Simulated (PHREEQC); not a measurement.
Solution (5 °C): 0.0014 mol NaOH and 2.6e-05 mol Na2B4O7 per kg of water. Closed to the air; pH follows from the charge balance.

Equilibrium calculation in PHREEQC: ion-association model, phreeqc.dat.

Each row changes one thing in this solution. No solid was allowed to form.

| case | pH | ionic strength (mol/kgw) | H3BO3 (mol/kgw) |
|---|---|---|---|
| as made | 11.84 | 0.00145 | 3.68e-7 |
| NaOH replaced by Na2SiF6 at the same molality | 3.27 | [?] | 9.17e-5 |
| temperature from 5 to 80 °C | 9.70 | 0.00145 | 1.29e-5 |
| temperature from 5 to 65 °C | 10.01 | 0.00145 | 8.11e-6 |
| Na2B4O7 from 2.6e-05 to 2.86e-05 mol/kgw | 11.84 | [?] | 4.06e-7 |
| NaOH from 0.0014 to 0.00126 mol/kgw | 11.79 | 0.00131 | 4.11e-7 |
| Na2B4O7 from 2.6e-05 to 3.9e-05 mol/kgw | 11.83 | 0.00148 | 5.63e-7 |
| diluted 10-fold with water | [?] | 0.000145 | 3.56e-7 |

Q: Some entries are withheld; supply them.

A: 
- NaOH replaced by Na2SiF6 at the same molality, ionic strength (mol/kgw): 0.00449
- Na2B4O7 from 2.6e-05 to 2.86e-05 mol/kgw, ionic strength (mol/kgw): 0.00146
- diluted 10-fold with water, pH: 10.86

Some of these states are supersaturated (in Quartz (slow to form), Chalcedony (slow to form), for instance). Constants without temperature data keep their 25 °C values here. SiF6-2 is the database's only silicon fluoride. Real BF4- forms and hydrolyses slowly; the run takes it at equilibrium.
